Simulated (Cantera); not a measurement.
Charge: 1 mol c-C4F8, 2 mol H2, 0.57 mol F2, held at 1.00e-5 bar.

Cantera equilibrium calculation (NASA polynomials, part measured and part estimated; ideal gas, pure solids and liquids). Candidate condensed phases: C, C6H6, C7H8, C8H18; 110 gas species. Ions and electrons are included (thermal ionisation). The feed counts by its element totals alone. Equilibrium is a limit: real reactors are often held back by kinetics, nucleation or transport.

### Question
At 2727 °C, list the 6 most abundant gas species with their mole fractions, and the condensed phases.

### Answer
F 0.534, H 0.230, C 0.217, HF 0.00797, C2 0.00580, CF 0.00264. Condensed: gas only.
